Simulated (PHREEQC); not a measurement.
# Hard or scaling water: speciation

Consider water at 83 °C with 0.11 mol/kgw MgCl2, 0.00089 mol/kgw NaHCO3 and 0.062 mol/kgw KCl. Closed to the air; pH follows from the charge balance.

All values are PHREEQC results (ion-association model, wateq4f.dat), not measurements.

Precipitation was switched off in this run.

**Question.** What pH, activity of water does the model give?

**Answer.** pH 6.85; activity of water 0.992.

**Question.** In which forms is C present?

**Answer.** HCO3- 55 %, MgHCO3+ 33 %, CO2 11 %, MgCO3 1.2 % of the C.

Saturation is exceeded, for instance for Magnesite (slow to form); the values hold only as long as no solid forms. Away from 25 °C the constants follow the database's enthalpies or fits; those with neither stay at their 25 °C values.
